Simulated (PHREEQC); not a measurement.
Dissolve 0.0024 mol FeCl3, 5.3e-05 mol MnCl2, 0.00011 mol H2SO4 and 0.00088 mol Na2SO4 per kg of water at 15 °C. Closed to the air; pH follows from the charge balance.

The numbers come from PHREEQC with the ion-association model, wateq4f.dat.

No solid was allowed to form.

Question: Order these S species by the share of S that they hold, largest first: FeSO4+, Fe(SO4)2-, FeHSO4+2, HSO4-, SO4-2.

Answer: FeSO4+ (57 %), SO4-2 (38 %), HSO4- (3.1 %), Fe(SO4)2- (0.60 %), FeHSO4+2 (0.30 %)

The pH is 2.86 and the ionic strength 0.0117 mol/kgw. Saturation is exceeded, for instance for Jarosite-Na, Hematite (slow to form); the values hold only as long as no solid forms.
